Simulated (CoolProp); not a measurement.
Vapour-liquid equilibrium of n-octane (1) + m-xylene (2) at 16.5 kPa; x and y are mole fractions of (1).

Model: multi-fluid Helmholtz-energy mixture model, Beckmüller 2019 and Zhou 2012; pair parameters Bell 2016, in CoolProp.

| x | bubble temperature, mixture model (K) | bubble temperature, Raoult's law (K) | y, mixture model | y, Raoult's law |
|---|---|---|---|---|
| 0.05 | 354.5 | 354.7 | 0.082 | 0.075 |
| 0.2 | 352.1 | 352.7 | 0.291 | 0.279 |
| 0.35 | 350.1 | 350.9 | 0.462 | 0.455 |
| 0.5 | 348.4 | 349.2 | 0.607 | 0.608 |
| 0.65 | 347.0 | 347.5 | 0.735 | 0.743 |
| 0.8 | 345.6 | 346.0 | 0.853 | 0.862 |
| 0.95 | 344.5 | 344.6 | 0.964 | 0.967 |

The largest gap from Raoult's law is -0.8 K in bubble temperature, at x = 0.35. No azeotrope shows between x = 0.05 and 0.95.

Pair parameters are fitted to limited data, so mixtures are less certain than the pure fluids.
